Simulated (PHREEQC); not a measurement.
Dissolve 0.00046 mol Ca(OH)2 per kg of water at 25 °C. Closed to the air; pH follows from the charge balance.

All values are PHREEQC results (ion-association model, phreeqc.dat), not measurements.

| quantity | before | after |
|---|---|---|
| pH | 10.94 | 10.62 |
| ionic strength (mol/kgw) | 0.00137 | 0.00137 |
| CaOH+ (mol/kgw) | 5.78e-6 | 2.82e-6 |

Which change was made?
(A) Ca(OH)2 from 0.00046 to 0.0023 mol/kgw
(B) temperature from 25 to 35 °C
(C) Ca(OH)2 replaced by Ca(HCO3)2 at the same molality
(D) Ca(OH)2 from 0.00046 to 0.0046 mol/kgw
(E) Ca(OH)2 from 0.00046 to 0.00023 mol/kgw

B, temperature from 25 to 35 °C

Precipitation was switched off in this run.
